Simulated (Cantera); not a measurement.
A perfectly stirred reactor is fed with 87.0 % NO, 13.0 % N₂, at 1.90 bar; it is held at 1775 K, and followed from long to short residence time.

Model: GRI-Mech 3.0 (53 species, 325 reactions), integrated in Cantera.

Problem. Predict: x(NO) at τ = 3.60 s; x(O₂) at τ = 3.60 s; x(NO₂) at τ = 3.60 s; x(N₂) at τ = 3.60 s; x(N₂O) at τ = 3.60 s; x(NO) at τ = 0.170 s; x(O₂) at τ = 0.170 s; x(NO₂) at τ = 0.170 s; x(N₂) at τ = 0.170 s; x(N₂O) at τ = 0.170 s.

Solution. 
```json
{
  "x(NO) at τ = 3.60 s": "0.398",
  "x(O₂) at τ = 3.60 s": "0.234",
  "x(NO₂) at τ = 3.60 s": "0.00154",
  "x(N₂) at τ = 3.60 s": "0.366",
  "x(N₂O) at τ = 3.60 s": "6.57e-5",
  "x(NO) at τ = 0.170 s": "0.792",
  "x(O₂) at τ = 0.170 s": "0.0379",
  "x(NO₂) at τ = 0.170 s": "0.00133",
  "x(N₂) at τ = 0.170 s": "0.169",
  "x(N₂O) at τ = 0.170 s": "0.000265"
}
```
